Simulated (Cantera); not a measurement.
A closed system holds: 1 mol PbO, 0.94 mol CH₄, 0.49 mol N₂, at 1475 K.

Method: chemical equilibrium by Gibbs-energy minimisation in Cantera with the NASA 1993 tables (ideal gas, pure condensed phases). Candidate condensed phases: C, C₆H₆, C₇H₈, C₈H₁₈, H₂O, Pb, PbO, PbO₂, Pb₃O₄; 139 gas species. Rates play no part.

**Question.** Which condensed phases are stable at each of these points (P (Pa)): 10, 100, 1000, 10000, 100000, 1000000?

**Answer.** 
```csv
P (Pa),condensed phases,Pb condensed (%)
10,gas only,0.0
100,gas only,0.0
1000,gas only,0.0
10000,Pb(l),21.2
100000,Pb(l),93.5
1000000,Pb(l),99.4
```

From 10.0 Pa to 1000 Pa nothing is condensed. From 10000 Pa to 1000000 Pa the condensed part is Pb(l).
